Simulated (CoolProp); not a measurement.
A single-stage vapour-compression cycle with R507A: evaporating at 210.15 K (dew point), condensing at 252.15 K (bubble point), superheat 8 K, subcooling 8 K, compressor efficiency 0.9, no pressure losses. Each further row changes one setting.

Values from CoolProp's reference Helmholtz-energy equation of state, Lemmon 2003. It is a pseudo-pure fit of the blend.

```json
[
 {"case": "as stated", "cooling COP": "___", "pressure ratio": "7.03", "discharge temperature (K)": "279.2", "refrigerating effect (kJ/kg)": "170", "volumetric capacity (kJ/m³)": "410"},
 {"case": "evaporating temperature 215.15 K", "cooling COP": "4.73", "pressure ratio": "5.32", "discharge temperature (K)": "275.8", "refrigerating effect (kJ/kg)": "___", "volumetric capacity (kJ/m³)": "542"},
 {"case": "condensing temperature 247.15 K", "cooling COP": "___", "pressure ratio": "___", "discharge temperature (K)": "___", "refrigerating effect (kJ/kg)": "177", "volumetric capacity (kJ/m³)": "425"},
 {"case": "subcooling 13 K", "cooling COP": "4.13", "pressure ratio": "7.03", "discharge temperature (K)": "279.2", "refrigerating effect (kJ/kg)": "177", "volumetric capacity (kJ/m³)": "425"},
 {"case": "superheat 18 K", "cooling COP": "___", "pressure ratio": "7.03", "discharge temperature (K)": "___", "refrigerating effect (kJ/kg)": "178", "volumetric capacity (kJ/m³)": "407"},
 {"case": "compressor efficiency 0.8", "cooling COP": "___", "pressure ratio": "7.03", "discharge temperature (K)": "285.2", "refrigerating effect (kJ/kg)": "170", "volumetric capacity (kJ/m³)": "410"}
]
```

Q: What belongs in the gaps?

A: 
- as stated, cooling COP: 3.98
- evaporating temperature 215.15 K, refrigerating effect (kJ/kg): 174
- condensing temperature 247.15 K, cooling COP: 4.62
- condensing temperature 247.15 K, pressure ratio: 5.80
- condensing temperature 247.15 K, discharge temperature (K): 272.8
- superheat 18 K, cooling COP: 3.96
- superheat 18 K, discharge temperature (K): 289.8
- compressor efficiency 0.8, cooling COP: 3.54
